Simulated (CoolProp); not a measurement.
A simple Rankine cycle with n-perfluorobutane: condensing at 321.15 K, boiler at 1.89 MPa, turbine inlet 391.2 K, turbine efficiency 0.6, pump efficiency 0.6, no recuperator. Each further row changes one setting.

Values from CoolProp's reference Helmholtz-energy equation of state, Gao 2022.

```json
[
 {"case": "as stated", "thermal efficiency (%)": "5.0", "net work (kJ/kg)": "6.45", "heat in (kJ/kg)": "129", "turbine exit temperature (K)": "368.0", "volume ratio over the turbine": "4.68"},
 {"case": "turbine inlet 411.2 K", "thermal efficiency (%)": "4.9", "net work (kJ/kg)": "7.39", "heat in (kJ/kg)": "152", "turbine exit temperature (K)": "390.5", "volume ratio over the turbine": "4.26"},
 {"case": "condensing temperature 313.15 K", "thermal efficiency (%)": "5.7", "net work (kJ/kg)": "7.90", "heat in (kJ/kg)": "139", "turbine exit temperature (K)": "365.4", "volume ratio over the turbine": "5.93"},
 {"case": "boiler pressure 1.32 MPa", "thermal efficiency (%)": "3.9", "net work (kJ/kg)": "5.37", "heat in (kJ/kg)": "138", "turbine exit temperature (K)": "377.5", "volume ratio over the turbine": "2.81"},
 {"case": "turbine efficiency 0.5", "thermal efficiency (%)": "3.9", "net work (kJ/kg)": "5.10", "heat in (kJ/kg)": "129", "turbine exit temperature (K)": "369.4", "volume ratio over the turbine": "4.71"}
]
```
